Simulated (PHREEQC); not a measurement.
**Spent oxide etchant: speciation**

Make-up at 70 °C: 0.0013 mol/kgw HF, 0.0047 mol/kgw H2SiF6 and 0.0036 mol/kgw H3BO3. Closed to the air; pH follows from the charge balance.

Model: ion-association model, phreeqc.dat, run in PHREEQC.

Each row changes one thing in this solution. This is a speciation only: nothing precipitates in the calculation.

| case | pH | ionic strength (mol/kgw) | HF (mol/kgw) | BF4- (mol/kgw) | H3BO3 (mol/kgw) | F- (mol/kgw) |
|---|---|---|---|---|---|---|
| as made | 2.23 | 0.00829 | 0.00961 | 0.00182 | 0.00148 | 0.000508 |
| H2SiF6 replaced by KF at the same molality | 4.23 | 0.00476 | 0.000867 | 2.63e-5 | 0.00332 | 0.00447 |
| 0.0002 mol/kgw NH4Cl added | 2.23 | 0.00849 | 0.00960 | 0.00182 | 0.00148 | 0.000509 |
| temperature from 70 to 90 °C | 2.35 | 0.00589 | 0.0145 | 0.00184 | 0.00141 | 0.000647 |
| H2SiF6 from 0.0047 to 0.00705 mol/kgw | 2.04 | 0.0138 | 0.0118 | 0.00218 | 0.00115 | 0.000414 |
| H3BO3 from 0.0036 to 0.00396 mol/kgw | 2.23 | 0.00820 | 0.00949 | 0.00196 | 0.00167 | 0.000502 |
| diluted 10-fold with water | 3.11 | 0.000806 | 0.00210 | 6.62e-6 | 0.000341 | 0.000776 |
| H2SiF6 replaced by NaHF2 at the same molality | 3.61 | 0.00496 | 0.00299 | 0.000624 | 0.00234 | 0.00365 |

Some of these states are supersaturated (in Quartz (slow to form), Chalcedony (slow to form), for instance). Away from 25 °C the constants follow the database's enthalpies or fits; those with neither stay at their 25 °C values. SiF6-2 is the database's only silicon fluoride. Real BF4- forms and hydrolyses slowly; the run takes it at equilibrium.
